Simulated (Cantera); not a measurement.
What does this Cantera script print?

```python
import numpy as np
import cantera as ct

gas = ct.Solution("gri30.yaml", transport_model="multicomponent")
show = ['H2', 'OH', 'N2']

rows = []
print(f"{'T/K':>7s}{'rho':>11s}{'cp':>10s}{'mu':>11s}{'lambda':>11s}{'Pr':>7s}" + "".join(f"{'D_' + s:>11s}" for s in show))
for T in [400, 500, 600, 700, 800, 900, 1000, 1100]:
    gas.TPX = T, 660, {'C3H8': 0.67, 'C2H6': 0.56}
    Pr = gas.cp_mass * gas.viscosity / gas.thermal_conductivity
    D = [gas.mix_diff_coeffs_mole[gas.species_index(s)] for s in show]
    rows.append([gas.density, gas.cp_mass, gas.viscosity, gas.thermal_conductivity, Pr, *D])
    print(f"{T:7g}{gas.density:11.4e}{gas.cp_mass:10.1f}{gas.viscosity:11.4e}"
          f"{gas.thermal_conductivity:11.4e}{Pr:7.3f}" + "".join(f"{d:11.4e}" for d in D))
print("SI units: kg/m3, J/kg/K, Pa s, W/m/K, m2/s")
```

Result:

```
    T/K        rho        cp         mu     lambda     Pr       D_H2       D_OH       D_N2
    400 7.4837e-03    2145.7 1.1457e-05 3.2539e-02  0.756 1.2939e-02 4.9823e-03 3.3134e-03
    500 5.9869e-03    2562.3 1.3969e-05 4.7328e-02  0.756 1.8977e-02 7.3850e-03 4.9287e-03
    600 4.9891e-03    2937.3 1.6274e-05 6.3220e-02  0.756 2.5863e-02 1.0134e-02 6.7791e-03
    700 4.2764e-03    3262.9 1.8412e-05 7.9506e-02  0.756 3.3542e-02 1.3203e-02 8.8476e-03
    800 3.7418e-03    3540.5 2.0413e-05 9.5724e-02  0.755 4.1970e-02 1.6576e-02 1.1121e-02
    900 3.3261e-03    3780.8 2.2300e-05 1.1178e-01  0.754 5.1112e-02 2.0235e-02 1.3589e-02
   1000 2.9935e-03    4003.5 2.4090e-05 1.2805e-01  0.753 6.0939e-02 2.4169e-02 1.6242e-02
   1100 2.7213e-03    4176.7 2.5798e-05 1.4327e-01  0.752 7.1425e-02 2.8368e-02 1.9074e-02
SI units: kg/m3, J/kg/K, Pa s, W/m/K, m2/s
```

Computed with Cantera and GRI-Mech 3.0 (53 species, 325 reactions). The composition is frozen, though it would react at the higher temperatures.
